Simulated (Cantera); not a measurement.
Feed: 1 mol C₂F₆, 0.18 mol H₂, equilibrated at 1498.15 K.

Equilibrium computed with Cantera from the NASA thermochemical tables; the gas is ideal and each condensed phase is pure. Candidate condensed phases: C, C₆H₆, C₇H₈, C₈H₁₈; 95 gas species. The feed counts by its element totals alone. Gases not in the tables: C₂F₆ and larger saturated fluorocarbons. Rates play no part.

At 42.0 Torr, list the 5 most abundant gas species with their mole fractions, and the condensed phases.

CF₄ 0.796, HF 0.203, CF₂ 0.000157, CF₃ 5.32e-5, F 1.57e-5. Condensed: C(graphite).
